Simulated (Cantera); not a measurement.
**Boron, boron nitride and boron oxide: BF3 + N2 + O2**

Charge: 1 mol BF3, 37 mol N2, a varied amount of O2, equilibrated at 2077 °C and 14000 Pa.

These are equilibrium values from Cantera (NASA tables, ideal gas, pure condensed phases), not measurements of a reactor. Candidate condensed phases: B, BN, B2O3; 31 gas species. The tables' values for BF2 are old estimates; treat these amounts as uncertain. Rates play no part.

| n(O2) (mol) | log p N2 | log p O2 | log p BF3 | log p F | log p NO | log p BOF | log p O |
|---|---|---|---|---|---|---|---|
| 0.2 | -0.87 | -3.54 | -2.50 | -2.99 | -3.58 | -3.30 | -3.95 |
| 0.28 | -0.87 | -3.31 | -2.51 | -2.95 | -3.46 | -3.26 | -3.83 |
| 0.37 | -0.87 | -3.13 | -2.52 | -2.93 | -3.37 | -3.23 | -3.75 |
| 0.5 | -0.88 | -2.95 | -2.53 | -2.90 | -3.28 | -3.20 | -3.66 |
| 0.68 | -0.88 | -2.78 | -2.53 | -2.87 | -3.20 | -3.18 | -3.57 |
| 0.92 | -0.88 | -2.62 | -2.54 | -2.85 | -3.12 | -3.15 | -3.49 |
| 1.2 | -0.88 | -2.49 | -2.55 | -2.83 | -3.06 | -3.13 | -3.42 |
| 1.7 | -0.89 | -2.32 | -2.57 | -2.81 | -2.97 | -3.11 | -3.34 |
| 2.3 | -0.90 | -2.18 | -2.58 | -2.79 | -2.91 | -3.09 | -3.27 |
| 3.1 | -0.91 | -2.05 | -2.60 | -2.77 | -2.85 | -3.08 | -3.20 |
| 4.1 | -0.92 | -1.93 | -2.62 | -2.76 | -2.79 | -3.06 | -3.14 |
log p: log10 of the partial pressure in bar; nothing condenses.

From 0.2 mol O2 to 4.1 mol O2 nothing is condensed. The main B-bearing gas is BF3 throughout.
